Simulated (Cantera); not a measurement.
A freely propagating, adiabatic, planar premixed flame of 17.4 % H2, 15.5 % O2, 58.5 % N2, 8.53 % H2O, equivalence ratio 0.56, unburnt at 523 K and 4580 Torr; mixture-averaged transport, grid criteria slope 0.08 and curve 0.16, no radiation.

Detailed kinetics in Cantera: the H2/O2 subset of GRI-Mech 3.0, which has no nitrogen chemistry. The hydrogen kinetics of GRI-Mech 3.0 are dated; newer H2 mechanisms differ, most at raised pressure. Burning velocities carry a grid error of a few per cent, more on coarse grids. Lean hydrogen flames are cellular in practice and burn faster than this planar one.

x: mole fraction of selected species; z is measured from the peak of heat release.

| z (mm) | T (K) | u (m/s) | x H2 | x O2 | x H | x H2O2 | x OH | x O |
|---|---|---|---|---|---|---|---|---|
| -0.329 | 525 | 0.428 | 0.164 | 0.157 | <1e-8 | 5.76e-7 | <1e-8 | <1e-8 |
| -0.219 | 537 | 0.430 | 0.148 | 0.160 | <1e-8 | 5.20e-6 | <1e-8 | <1e-8 |
| -0.164 | 562 | 0.443 | 0.131 | 0.161 | <1e-8 | 1.86e-5 | <1e-8 | <1e-8 |
| -0.110 | 647 | 0.498 | 0.103 | 0.161 | <1e-8 | 7.65e-5 | <1e-8 | <1e-8 |
| -0.0548 | 935 | 0.704 | 0.0602 | 0.145 | 9.16e-7 | 0.000274 | … | 1.62e-6 |
| -0.0274 | 1213 | 0.909 | 0.0364 | 0.124 | 8.39e-5 | 0.000236 | … | 7.25e-5 |
| 0 | 1491 | 1.12 | 0.0161 | 0.100 | 0.000467 | 1.34e-5 | … | 0.000480 |
| 0.0274 | 1643 | 1.23 | 0.00580 | 0.0864 | 0.000447 | 3.65e-6 | 0.00235 | 0.000639 |
| 0.0548 | 1706 | 1.28 | 0.00231 | 0.0816 | 0.000216 | 2.30e-6 | 0.00250 | 0.000454 |
| 0.110 | 1744 | 1.31 | 0.000585 | 0.0798 | 4.10e-5 | 1.11e-6 | … | 0.000168 |
| 0.219 | 1756 | 1.32 | 0.000108 | 0.0796 | 4.40e-6 | 4.16e-7 | … | 4.20e-5 |
| 0.438 | 1759 | 1.32 | 2.46e-5 | 0.0796 | 7.22e-7 | 1.89e-7 | … | 1.40e-5 |
| 0.876 | 1759 | 1.32 | 1.53e-5 | 0.0797 | 4.16e-7 | 1.49e-7 | … | 9.81e-6 |

Fill in the missing entries.


- -0.0548, x OH: 1.25e-6
- -0.0274, x OH: 0.000124
- 0, x OH: 0.00111
- 0.110, x OH: 0.00174
- 0.219, x OH: 0.000923
- 0.438, x OH: 0.000544
- 0.876, x OH: 0.000456
